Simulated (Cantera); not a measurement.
Charge: 1 mol SiH2Cl2, 0.34 mol O2, 4.6 mol N2, 0.76 mol O3, at 773.15 K and 830 Pa.

Equilibrium computed with Cantera from the NASA thermochemical tables; the gas is ideal and each condensed phase is pure. Candidate condensed phases: H2O, NH4Cl, Si, SiO2, Si2N2O, Si3N4; 47 gas species. The numbers say what is thermodynamically allowed, not how fast it happens.

Base state: N2 0.665, HCl 0.198, O2 0.0466, H2O 0.0456, Cl2 0.0456, Cl 1.15e-5 (mole fractions); condensed: SiO2(α-quartz).

### Question
What changes in the equilibrium state with this change: SiH2Cl2 replaced by SiF4?

### Answer
```json
[
 {"species": "N2", "before": "0.665", "after": "0.650"},
 {"species": "O2", "before": "0.0466", "after": "0.209"},
 {"species": "SiF4", "before": "0", "after": "0.141"},
 {"species": "HCl", "before": "0.198", "after": "0"},
 {"species": "H2O", "before": "0.0456", "after": "0"},
 {"species": "Cl2", "before": "0.0456", "after": "0"},
 {"species": "Cl", "before": "1.15e-5", "after": "0"},
 {"species": "SiO2(α-quartz), mol", "before": "1.00", "after": "0"}
]
```
